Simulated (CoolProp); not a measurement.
A closed Brayton cycle with nitrogen: compressor inlet 321.15 K and 2.6 MPa, high pressure 6.88 MPa, turbine inlet 730 K, compressor efficiency 0.89, turbine efficiency 0.9, recuperator effectiveness 0.95 (on enthalpy, no pinch check). Each further row changes one setting.

The numbers come from the reference Helmholtz-energy equation of state, Span 2000 in CoolProp.

| case | thermal efficiency (%) | net work (kJ/kg) | compressor to turbine work | compressor exit (K) | turbine exit (K) |
|---|---|---|---|---|---|
| as stated | (withheld) | 48.0 | 0.72 | 437.8 | 576.2 |
| turbine inlet 680 K | 21.8 | 36.2 | (withheld) | 437.8 | 535.4 |
| compressor inlet 331.15 K | (withheld) | 44.1 | (withheld) | (withheld) | 576.2 |
| high pressure 5.85 MPa | 29.0 | (withheld) | 0.68 | (withheld) | (withheld) |
| recuperator effectiveness 0.5 | 19.5 | 48.0 | 0.72 | 437.8 | 576.2 |

Q: What belongs in the gaps?

A: 
- as stated, thermal efficiency (%): 26.7
- turbine inlet 680 K, compressor to turbine work: 0.77
- compressor inlet 331.15 K, thermal efficiency (%): 24.7
- compressor inlet 331.15 K, compressor to turbine work: 0.74
- compressor inlet 331.15 K, compressor exit (K): 451.2
- high pressure 5.85 MPa, net work (kJ/kg): 45.5
- high pressure 5.85 MPa, compressor exit (K): 416.0
- high pressure 5.85 MPa, turbine exit (K): 599.4
